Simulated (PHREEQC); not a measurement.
A solution holds 0.0001 mol PbCl2, 0.28 mol HNO3 and 0.00019 mol Na2SO4 per kg of water, at 25 °C. Closed to the air; pH follows from the charge balance.

The numbers come from PHREEQC with the ion-association model, phreeqc.dat.

Q: The ionic strength comes out as 0.280 mol/kgw. What activity coefficients do Na+, Pb+2, SO4-2, H+, PbNO3+ get?

A: Na+ 0.73, Pb+2 0.29, SO4-2 0.26, H+ 0.79, PbNO3+ 0.73.

No solid was allowed to form.
